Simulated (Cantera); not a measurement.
Cantera run, input and output.

```python
import numpy as np
import cantera as ct

gas = ct.Solution("gri30.yaml")
gas.TPX = 975, 870, {'H2': 0.13, 'O2': 1, 'N2': 0.51}
reactor = ct.IdealGasConstPressureReactor(gas, energy="off", clone=False)
net = ct.ReactorNet([reactor])
net.rtol, net.atol = 1e-08, 1e-18
show = ['H2', 'O2', 'H', 'H2O2', 'O', 'OH']
times = np.geomspace(6e-05, 100, 15)

steps = ct.SolutionArray(gas, extra=["t"])
rows = []
print(f"{'t/s':>10s}{'T/K':>9s}{'P/Pa':>11s}" + "".join(f"{s:>11s}" for s in show))
for t in times:
    while net.time < t:
        t_next = net.step()
        steps.append(gas.state, t=t_next)
    rows.append([np.interp(t, steps.t, y) for y in (steps.T, steps.P, *steps(*show).X.T)])
    print(f"{t:10.3e}{rows[-1][0]:9.1f}{rows[-1][1]:11.4g}" + "".join(f"{x:11.3e}" for x in rows[-1][2:]))
rate = np.gradient(steps.T, steps.t)
print("integrator steps:", len(steps.t))
if steps.T.max() > steps.T[0] + 200:
    print(f"time of steepest temperature rise: {steps.t[rate.argmax()]:.4e} s")
gas.TPX = 975, 870, {'H2': 0.13, 'O2': 1, 'N2': 0.51}
gas.equilibrate("TP")
print(f"equilibrium (TP): T = {gas.T:.1f} K  " + "  ".join(f"{s} {gas[s].X[0]:.3e}" for s in show))
```

It prints:

```
       t/s      T/K       P/Pa         H2         O2          H       H2O2          O         OH
 6.000e-05    975.0        870  7.927e-02  6.098e-01  8.559e-12  1.060e-16  6.600e-13  5.769e-13
 1.669e-04    975.0        870  7.927e-02  6.098e-01  2.275e-11  8.207e-16  4.632e-12  3.332e-12
 4.645e-04    975.0        870  7.927e-02  6.098e-01  6.892e-11  6.366e-15  3.162e-11  1.663e-11
 1.292e-03    975.0        870  7.927e-02  6.098e-01  4.143e-10  4.986e-14  2.972e-10  1.254e-10
 3.596e-03    975.0        870  7.927e-02  6.098e-01  2.755e-08  4.846e-13  2.152e-08  8.707e-09
 1.001e-02    975.0        870  7.373e-02  6.066e-01  2.320e-03  1.623e-08  1.650e-03  6.354e-04
 2.784e-02    975.0        870  2.071e-03  5.775e-01  1.476e-02  7.140e-08  1.637e-02  1.698e-03
 7.746e-02    975.0        870  5.226e-04  5.897e-01  1.723e-03  8.666e-08  4.230e-03  7.857e-04
 2.155e-01    975.0        870  6.183e-05  5.931e-01  6.423e-05  7.586e-08  5.041e-04  2.477e-04
 5.997e-01    975.0        870  6.586e-06  5.936e-01  2.395e-06  4.315e-08  5.656e-05  8.244e-05
 1.669e+00    975.0        870  8.911e-07  5.936e-01  1.425e-07  1.923e-08  8.590e-06  3.235e-05
 4.642e+00    975.0        870  1.652e-07  5.936e-01  1.351e-08  8.147e-09  1.786e-06  1.477e-05
 1.292e+01    975.0        870  3.946e-08  5.936e-01  1.768e-09  3.429e-09  4.608e-07  7.497e-06
 3.594e+01    975.0        870  1.108e-08  5.936e-01  2.813e-10  1.417e-09  1.354e-07  4.060e-06
 1.000e+02    975.0        870  3.422e-09  5.936e-01  5.022e-11  5.683e-10  4.298e-08  2.285e-06
integrator steps: 1937
equilibrium (TP): T = 975.0 K  H2 4.706e-11  O2 5.936e-01  H 8.468e-14  H2O2 1.203e-11  O 5.998e-10  OH 2.695e-07
```

Cantera simulation using GRI-Mech 3.0 (53 species, 325 reactions); the numbers are that mechanism's predictions, not measurements. Radical loss at walls, strong at low pressure, is not modelled. The temperature is held fixed by assumption; the heat of reaction is taken as removed at once.
